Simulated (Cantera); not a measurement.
An adiabatic, constant-pressure homogeneous reactor starts with 3.04 % CH4, 0.425 % CO, 20.3 % O2, 76.2 % N2, at 1725 K and 27.0 bar.

Computed with Cantera and GRI-Mech 3.0 (53 species, 325 reactions). The pressure lies above the range GRI-Mech 3.0 was tuned for (to about 10 atm).

x: mole fraction; the columns are a selection and need not sum to one.

```tsv
t (s)	T (K)	x CH4	x CO	x O2	x H2O2	x O
7.00e-6	1741	0.0269	___	0.200	4.93e-6	1.19e-5
1.51e-5	2323	<1e-12	___	0.141	7.32e-7	0.00153
3.25e-5	2381	<1e-12	___	0.139	6.19e-7	0.000573
7.00e-5	2381	<1e-12	0.000339	0.139	6.19e-7	0.000566
0.000151	2381	<1e-12	0.000338	0.139	6.18e-7	0.000565
0.000325	2380	<1e-12	0.000337	0.139	6.17e-7	0.000563
0.000700	2379	<1e-12	0.000335	0.139	6.15e-7	0.000558
0.00151	2376	<1e-12	0.000330	0.138	6.09e-7	0.000548
0.00325	2371	<1e-12	0.000321	0.137	5.99e-7	0.000530
0.00700	2363	<1e-12	0.000309	0.135	5.85e-7	0.000505
0.0151	2355	<1e-12	0.000297	0.133	5.71e-7	0.000481
0.0325	2352	<1e-12	0.000292	0.133	5.65e-7	0.000471
0.0700	2352	<1e-12	0.000292	0.133	5.65e-7	0.000470
0.151	2352	<1e-12	0.000292	0.133	5.65e-7	0.000470
0.325	2352	<1e-12	0.000292	0.133	5.65e-7	0.000470
0.700	2352	<1e-12	0.000292	0.133	5.65e-7	0.000470
```

Q: Complete the blanks.

A: 
- 7.00e-6, x CO: 0.00485
- 1.51e-5, x CO: 0.00636
- 3.25e-5, x CO: 0.000390
